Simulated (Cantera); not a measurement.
A closed system holds: 1 mol Si, 1.1 mol HCl, 7.6 mol H₂, at 1398.15 K and 1.20 bar.

Method: chemical equilibrium by Gibbs-energy minimisation in Cantera with the NASA 1993 tables (ideal gas, pure condensed phases). Candidate condensed phases: Si; 19 gas species. The tables' values for SiCl₃ are old estimates; treat these amounts as uncertain. Kinetics and transport are ignored.

**Question.** What is the equilibrium state?

**Answer.** 
```
Quantity        Value
----------  ---------
x(H₂)           0.917
x(HCl)         0.0575
x(SiCl₂)       0.0106
x(SiHCl₃)     0.00560
x(SiCl₄)      0.00500
x(SiCl₃)      0.00353
x(SiH₂Cl₂)   0.000942
x(SiH₃Cl)     4.55e-5
x(H)          4.14e-6
n(Si(s))    0.779 mol
gas amount  8.585 mol
```
